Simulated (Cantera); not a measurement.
Gas-phase reforming

An isothermal, constant-pressure homogeneous reactor starts with 34.4 % CH4, 48.1 % CO2, 17.5 % H2, at 1825 K and 0.300 bar.

Cantera simulation using GRI-Mech 3.0 (53 species, 325 reactions); the numbers are that mechanism's predictions, not measurements.

| t (s) | x CH4 | x CO2 | x H2 | x CO | x O | x HO2 |
|---|---|---|---|---|---|---|
| 3.00e-6 | 0.344 | 0.481 | 0.175 | 1.26e-6 | 2.52e-11 | <1e-12 |
| 1.11e-5 | 0.343 | 0.481 | 0.175 | 8.26e-6 | 2.96e-11 | <1e-12 |
| 4.08e-5 | 0.342 | 0.481 | 0.176 | 7.79e-5 | 7.61e-11 | <1e-12 |
| 0.000150 | 0.338 | 0.479 | 0.177 | 0.000919 | 5.08e-10 | <1e-12 |
| 0.000555 | 0.299 | 0.461 | 0.202 | 0.00926 | 1.82e-9 | 1.37e-12 |
| 0.00205 | 0.191 | 0.384 | 0.278 | 0.0478 | 2.30e-9 | 2.50e-12 |
| 0.00755 | 0.0731 | 0.227 | 0.294 | 0.164 | 3.98e-9 | 4.23e-12 |
| 0.0278 | 0.0172 | 0.0816 | 0.261 | 0.305 | 8.96e-9 | 4.91e-12 |
| 0.103 | 0.0110 | 0.0525 | 0.325 | 0.372 | 8.16e-9 | 2.07e-12 |
| 0.378 | 0.00613 | 0.0308 | 0.395 | 0.433 | 6.52e-9 | <1e-12 |
| 1.40 | 0.00187 | 0.0194 | 0.438 | 0.466 | 5.31e-9 | <1e-12 |
| 5.15 | 2.24e-5 | 0.0173 | 0.447 | 0.471 | 5.03e-9 | <1e-12 |
| 19.0 | 8.88e-9 | 0.0173 | 0.447 | 0.471 | 5.05e-9 | <1e-12 |
| 70.0 | 8.88e-9 | 0.0173 | 0.447 | 0.471 | 5.05e-9 | <1e-12 |
x: mole fraction; the columns are a selection and need not sum to one.

Equilibrium at this temperature and pressure: CH4 1.03e-8, CO2 0.0173, H2 0.447, CO 0.471, O 5.05e-9, HO2 <1e-12 (gas phase only).
